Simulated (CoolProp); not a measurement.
Vapour-liquid equilibrium of CH2F2 (R32) (1) + R125 (2) at 210.1 K; x and y are mole fractions of (1).

The numbers come from the multi-fluid Helmholtz-energy mixture model, Tillner-Roth 1997 and Lemmon 2005; pair parameters Lemmon 2004 in CoolProp.

| x | bubble pressure (kPa) | y at the bubble point | dew pressure at overall composition x (kPa) | liquid density (mol/L) |
|---|---|---|---|---|
| 0.05 | ? | 0.064 | 46.21 | 13.36 |
| 0.125 | ? | ? | ? | 13.85 |
| 0.2 | 48.46 | 0.245 | 47.91 | 14.37 |
| 0.275 | 49.50 | ? | 48.83 | 14.93 |
| 0.35 | 50.49 | 0.408 | ? | 15.53 |
| 0.425 | 51.43 | ? | 50.70 | 16.18 |
| 0.5 | 52.28 | 0.554 | 51.64 | 16.89 |
| 0.575 | 53.04 | 0.621 | 52.53 | 17.66 |
| 0.65 | 53.69 | 0.686 | 53.34 | 18.51 |
| 0.725 | 54.22 | 0.750 | 54.03 | 19.44 |
| 0.8 | 54.61 | 0.813 | 54.55 | 20.48 |
| 0.875 | 54.83 | 0.878 | 54.83 | 21.64 |
| 0.95 | 54.83 | 0.948 | 54.83 | 22.94 |

Some entries are withheld; supply them.


- 0.05, bubble pressure (kPa): 46.36
- 0.125, bubble pressure (kPa): 47.40
- 0.125, y at the bubble point: 0.157
- 0.125, dew pressure at overall composition x (kPa): 47.04
- 0.275, y at the bubble point: 0.329
- 0.35, dew pressure at overall composition x (kPa): 49.76
- 0.425, y at the bubble point: 0.483

y crosses x between x = 0.875 and 0.95: the model has an azeotrope there.

Pair parameters are fitted to limited data, so mixtures are less certain than the pure fluids.
